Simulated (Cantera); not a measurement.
Input (Python, Cantera):

```python
import numpy as np
import cantera as ct

gas = ct.Solution("gri30.yaml")
gas.TPX = 1448, 101325, {'CH4': 1, 'O2': 2.53, 'N2': 9.52, 'H2O': 0.025}
reactor = ct.IdealGasConstPressureReactor(gas, energy="on", clone=False)
net = ct.ReactorNet([reactor])
net.rtol, net.atol = 1e-08, 1e-16
show = ['CH4', 'O2', 'C2H6', 'H2O', 'C2H2']
times = np.geomspace(5e-06, 5, 14)

steps = ct.SolutionArray(gas, extra=["t"])
rows = []
print(f"{'t/s':>10s}{'T/K':>9s}{'P/Pa':>11s}" + "".join(f"{s:>11s}" for s in show))
for t in times:
    while net.time < t:
        t_next = net.step()
        steps.append(gas.state, t=t_next)
    rows.append([np.interp(t, steps.t, y) for y in (steps.T, steps.P, *steps(*show).X.T)])
    print(f"{t:10.3e}{rows[-1][0]:9.1f}{rows[-1][1]:11.4g}" + "".join(f"{x:11.3e}" for x in rows[-1][2:]))
rate = np.gradient(steps.T, steps.t)
print("integrator steps:", len(steps.t))
if steps.T.max() > steps.T[0] + 200:
    print(f"time of steepest temperature rise: {steps.t[rate.argmax()]:.4e} s")
gas.TPX = 1448, 101325, {'CH4': 1, 'O2': 2.53, 'N2': 9.52, 'H2O': 0.025}
gas.equilibrate("HP")
print(f"equilibrium (HP): T = {gas.T:.1f} K  " + "  ".join(f"{s} {gas[s].X[0]:.3e}" for s in show))
```

It prints:

```
       t/s      T/K       P/Pa        CH4         O2       C2H6        H2O       C2H2
 5.000e-06   1448.0  1.013e+05  7.648e-02  1.935e-01  2.312e-12  1.912e-03  7.491e-19
 1.447e-05   1448.0  1.013e+05  7.648e-02  1.935e-01  6.489e-11  1.912e-03  9.670e-17
 4.188e-05   1448.0  1.013e+05  7.648e-02  1.935e-01  1.971e-09  1.913e-03  1.011e-14
 1.212e-04   1448.0  1.013e+05  7.647e-02  1.935e-01  8.434e-08  1.918e-03  1.293e-12
 3.509e-04   1448.1  1.013e+05  7.636e-02  1.934e-01  6.170e-06  1.984e-03  3.263e-10
 1.015e-03   1453.9  1.013e+05  7.487e-02  1.925e-01  2.537e-04  3.058e-03  1.223e-07
 2.939e-03   2641.7  1.013e+05  8.333e-17  4.518e-02  4.110e-32  1.335e-01  4.279e-20
 8.506e-03   2632.8  1.013e+05  8.593e-17  4.185e-02  4.329e-32  1.340e-01  4.208e-20
 2.462e-02   2630.5  1.013e+05  8.662e-17  4.102e-02  4.387e-32  1.341e-01  4.188e-20
 7.126e-02   2630.5  1.013e+05  8.663e-17  4.101e-02  4.388e-32  1.341e-01  4.188e-20
 2.062e-01   2630.5  1.013e+05  8.663e-17  4.101e-02  4.388e-32  1.341e-01  4.188e-20
 5.969e-01   2630.5  1.013e+05  8.663e-17  4.101e-02  4.388e-32  1.341e-01  4.188e-20
 1.728e+00   2630.5  1.013e+05  8.663e-17  4.101e-02  4.388e-32  1.341e-01  4.188e-20
 5.000e+00   2630.5  1.013e+05  8.663e-17  4.101e-02  4.388e-32  1.341e-01  4.188e-20
integrator steps: 1938
time of steepest temperature rise: 1.8247e-03 s
equilibrium (HP): T = 2630.5 K  CH4 1.193e-16  O2 4.101e-02  C2H6 7.687e-32  H2O 1.341e-01  C2H2 4.540e-20
```

Model: GRI-Mech 3.0 (53 species, 325 reactions), integrated in Cantera.
